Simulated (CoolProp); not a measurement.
Saturation properties of fluorine (Tc = 144.4 K, pc = 5.240 MPa, ω = 0.045).

Values from CoolProp's reference Helmholtz-energy equation of state, de Reuck 1990.

```
T (K)  p (MPa)  liquid cp (kJ/(kg K))  vapour Z
-----  -------  ---------------------  --------
104.1   0.5875                  1.618    0.8878
107     0.7245                  1.645    0.8711
110     0.8891                  1.679    0.8523
112.9    1.072                  1.718    0.8326
115.9    1.289                  1.768    0.8102
118.8    1.527                  1.828    0.7867
121.8    1.805                  1.907    0.7600
124.7    2.106                  2.009    0.7317
127.7    2.454                  2.153    0.6993
130.6    2.828                  2.353    0.6645
133.6    3.258                  2.674    0.6237
136.5    3.717                  3.214    0.5779
139.5    4.243                  4.434    0.5200
```

It boils at 85.0 K under 1 atm.
